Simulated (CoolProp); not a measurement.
Properties of nitrogen along the isotherm 115.8 K.

Computed with CoolProp (reference Helmholtz-energy equation of state, Span 2000).

```tsv
p (MPa)	phase	Joule-Thomson coefficient (K/MPa)	expansivity (1/kK)
0.707	gas	12.60	11.67
1.41	gas	12.99	18.09
2.12	liquid	0.7484	20.86
2.83	liquid	0.5639	17.14
3.54	liquid	0.4355	14.87
4.24	liquid	0.3396	13.32
4.95	liquid	0.2622	12.16
5.66	liquid	0.1986	11.24
6.37	liquid	0.1450	10.51
7.07	liquid	0.09969	9.904
7.78	liquid	0.05963	9.385
8.49	liquid	0.02435	8.939
```
